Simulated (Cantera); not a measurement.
A Cantera script and its output.

```python
import numpy as np
import cantera as ct

gas = ct.Solution("gri30.yaml")
gas.TPX = 423, 2000000, {'CH4': 1, 'H2': 0.094, 'O2': 1.2, 'N2': 9.03}
inlet = ct.Reservoir(gas, clone=True)
gas.equilibrate("HP")  # start burning
reactor = ct.IdealGasConstPressureReactor(gas, energy="on", clone=False)
exhaust = ct.Reservoir(gas, clone=True)
tau = [0.077, 0.043, 0.024, 0.014, 0.0077, 0.0043, 0.0024, 0.0014, 0.00077, 0.00043, 0.00024, 0.00014, 7.7e-05][0]
for a, b in ((inlet, reactor), (reactor, exhaust)):
    ct.MassFlowController(a, b, mdot=lambda t: reactor.mass / tau)
net = ct.ReactorNet([reactor])
show = ['CH4', 'H2', 'O2', 'CO', 'CO2']

rows = []
print(f"{'tau/s':>10s}{'T/K':>9s}" + "".join(f"{s:>11s}" for s in show))
for tau in [0.077, 0.043, 0.024, 0.014, 0.0077, 0.0043, 0.0024, 0.0014, 0.00077, 0.00043, 0.00024, 0.00014, 7.7e-05]:
    net.initial_time = 0.0
    net.advance(30 * tau)
    before = gas.X
    net.advance(40 * tau)
    drift = np.max(np.abs(gas.X - before) / (gas.X + 1e-9))
    rows.append([gas.T, *gas[show].X, drift])
    print(f"{tau:10.3e}{gas.T:9.1f}" + "".join(f"{x:11.3e}" for x in gas[show].X))
```

Result:

```
     tau/s      T/K        CH4         H2         O2         CO        CO2
 7.700e-02   1486.5  2.035e-02  2.600e-02  2.374e-03  2.638e-02  3.314e-02
 4.300e-02   1475.1  2.097e-02  2.529e-02  3.532e-03  2.735e-02  3.181e-02
 2.400e-02   1456.8  2.180e-02  2.454e-02  5.316e-03  2.841e-02  3.006e-02
 1.400e-02   1429.1  2.304e-02  2.363e-02  8.014e-03  2.924e-02  2.793e-02
 7.700e-03   1370.2  2.596e-02  2.190e-02  1.376e-02  2.966e-02  2.431e-02
 4.300e-03   1230.8  3.419e-02  1.725e-02  2.728e-02  2.979e-02  1.635e-02
 2.400e-03    423.0  8.831e-02  8.301e-03  1.060e-01 -7.339e-16 -3.981e-16
 1.400e-03    423.0  8.831e-02  8.301e-03  1.060e-01 -3.318e-19 -1.800e-19
 7.700e-04    423.0  8.831e-02  8.301e-03  1.060e-01 -2.096e-20 -1.137e-20
 4.300e-04    423.0  8.831e-02  8.301e-03  1.060e-01 -1.324e-21 -7.181e-22
 2.400e-04    423.0  8.831e-02  8.301e-03  1.060e-01 -8.363e-23 -4.536e-23
 1.400e-04    423.0  8.831e-02  8.301e-03  1.060e-01 -5.282e-24 -2.865e-24
 7.700e-05    423.0  8.831e-02  8.301e-03  1.060e-01 -3.337e-25 -1.810e-25
```

Model: GRI-Mech 3.0 (53 species, 325 reactions), integrated in Cantera. The pressure lies above the range GRI-Mech 3.0 was tuned for (to about 10 atm).
